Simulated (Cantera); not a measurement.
## Hydrocarbon pyrolysis for carbon deposition

An isothermal, constant-pressure homogeneous reactor starts with CH4 : N2 = 1 : 110 (molar parts), at 1400 K and 0.230 bar.

Cantera simulation using GRI-Mech 3.0 (53 species, 325 reactions); the numbers are that mechanism's predictions, not measurements. GRI-Mech 3.0 stops at C3 and has no aromatics, soot or wall deposition, so with more carbon than oxygen in the feed, carbon stays in small species such as C2H2 where larger ones or solid carbon would form.

```csv
t (s),x CH4,x H2,x C2H2,x C2H,x CH2,x H
0.000900,0.00901,5.97e-8,<1e-12,<1e-12,<1e-12,2.31e-9
0.00276,0.00901,1.88e-7,<1e-12,<1e-12,<1e-12,2.32e-9
0.00844,0.00901,5.84e-7,3.91e-12,<1e-12,5.56e-12,2.37e-9
0.0258,0.00901,1.90e-6,3.40e-10,<1e-12,4.10e-11,2.77e-9
0.0792,0.00900,7.57e-6,2.31e-8,<1e-12,1.96e-10,4.74e-9
0.242,0.00895,4.47e-5,1.15e-6,<1e-12,6.97e-10,1.39e-8
0.742,0.00868,0.000334,3.91e-5,6.98e-12,1.53e-9,6.14e-8
2.27,0.00785,0.00154,0.000413,4.65e-11,1.16e-9,1.79e-7
6.96,0.00642,0.00377,0.00121,1.06e-10,6.86e-10,3.41e-7
21.3,0.00432,0.00694,0.00230,1.80e-10,3.92e-10,5.61e-7
65.3,0.00211,0.0102,0.00341,2.65e-10,1.94e-10,8.24e-7
200,0.000739,0.0123,0.00409,3.34e-10,7.55e-11,1.04e-6
```
x: mole fraction; the columns are a selection and need not sum to one.

Equilibrium at this temperature and pressure: CH4 1.77e-5, H2 0.0134, C2H2 0.000342, C2H 2.92e-11, CH2 1.99e-12, H 1.18e-6 (gas phase only).
